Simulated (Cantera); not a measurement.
Cantera run, input and output.

```python
import numpy as np
import cantera as ct

gas = ct.Solution("gri30.yaml")
gas.TPX = 1600, 260000, {'CH4': 1, 'CO2': 1.2, 'H2': 0.074}
reactor = ct.IdealGasConstPressureReactor(gas, energy="off", clone=False)
net = ct.ReactorNet([reactor])
net.rtol, net.atol = 1e-08, 1e-18
show = ['CH4', 'CO2', 'H2', 'C2H6', 'HO2']
times = np.geomspace(1e-05, 10, 14)

steps = ct.SolutionArray(gas, extra=["t"])
rows = []
print(f"{'t/s':>10s}{'T/K':>9s}{'P/Pa':>11s}" + "".join(f"{s:>11s}" for s in show))
for t in times:
    while net.time < t:
        t_next = net.step()
        steps.append(gas.state, t=t_next)
    rows.append([np.interp(t, steps.t, y) for y in (steps.T, steps.P, *steps(*show).X.T)])
    print(f"{t:10.3e}{rows[-1][0]:9.1f}{rows[-1][1]:11.4g}" + "".join(f"{x:11.3e}" for x in rows[-1][2:]))
rate = np.gradient(steps.T, steps.t)
print("integrator steps:", len(steps.t))
if steps.T.max() > steps.T[0] + 200:
    print(f"time of steepest temperature rise: {steps.t[rate.argmax()]:.4e} s")
gas.TPX = 1600, 260000, {'CH4': 1, 'CO2': 1.2, 'H2': 0.074}
gas.equilibrate("TP")
print(f"equilibrium (TP): T = {gas.T:.1f} K  " + "  ".join(f"{s} {gas[s].X[0]:.3e}" for s in show))
```

It prints:

```
       t/s      T/K       P/Pa        CH4        CO2         H2       C2H6        HO2
 1.000e-05   1600.0    2.6e+05  4.397e-01  5.277e-01  3.258e-02  9.814e-07  1.062e-15
 2.894e-05   1600.0    2.6e+05  4.395e-01  5.277e-01  3.264e-02  1.854e-05  2.104e-15
 8.377e-05   1600.0    2.6e+05  4.390e-01  5.276e-01  3.286e-02  1.616e-04  2.655e-15
 2.424e-04   1600.0    2.6e+05  4.376e-01  5.274e-01  3.364e-02  6.150e-04  3.052e-15
 7.017e-04   1600.0    2.6e+05  4.324e-01  5.261e-01  3.686e-02  1.496e-03  3.841e-15
 2.031e-03   1600.0    2.6e+05  4.147e-01  5.197e-01  5.043e-02  1.895e-03  5.834e-15
 5.878e-03   1600.0    2.6e+05  3.681e-01  4.958e-01  8.956e-02  1.279e-03  1.123e-14
 1.701e-02   1600.0    2.6e+05  2.808e-01  4.322e-01  1.510e-01  6.462e-04  2.209e-14
 4.924e-02   1600.0    2.6e+05  1.625e-01  2.994e-01  1.866e-01  2.526e-04  3.105e-14
 1.425e-01   1600.0    2.6e+05  6.528e-02  1.475e-01  1.892e-01  6.423e-05  2.485e-14
 4.125e-01   1600.0    2.6e+05  3.945e-02  9.699e-02  2.342e-01  2.691e-05  1.374e-14
 1.194e+00   1600.0    2.6e+05  3.639e-02  6.747e-02  2.931e-01  1.964e-05  5.427e-15
 3.455e+00   1600.0    2.6e+05  2.997e-02  4.195e-02  3.530e-01  1.163e-05  1.834e-15
 1.000e+01   1600.0    2.6e+05  1.985e-02  2.536e-02  4.006e-01  4.621e-06  6.360e-16
integrator steps: 1670
equilibrium (TP): T = 1600.0 K  CH4 1.273e-05  CO2 1.266e-02  H2 4.511e-01  C2H6 1.764e-12  HO2 1.591e-16
```

Model: GRI-Mech 3.0 (53 species, 325 reactions), integrated in Cantera.
